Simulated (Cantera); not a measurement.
Charge: 1 mol borazine, 0.3 mol N₂, equilibrated at 203 Torr.

Equilibrium computed with Cantera from the NASA thermochemical tables; the gas is ideal and each condensed phase is pure. Candidate condensed phases: B, BN; 15 gas species. The feed counts by its element totals alone. Kinetics and transport are ignored. All values below are at 1100 °C.

Base state: H₂ 0.909, N₂ 0.0909 (mole fractions); condensed: BN(s).

Task: What changes in the equilibrium state with this change: borazine replaced by B₂H₆?

Result: 
```tsv
species	before	after
H₂	0.909	1.000
N₂	0.0909	<1e-9
BN(s), mol	3.00	0.600
B(s), mol	0	1.40
```
N₂ is the only nitrogen source here; it is nearly inert below about 1500 K, so the nitride shown seldom forms there in practice. Mutual solubility and eutectic melting of coexisting phases are not modelled.
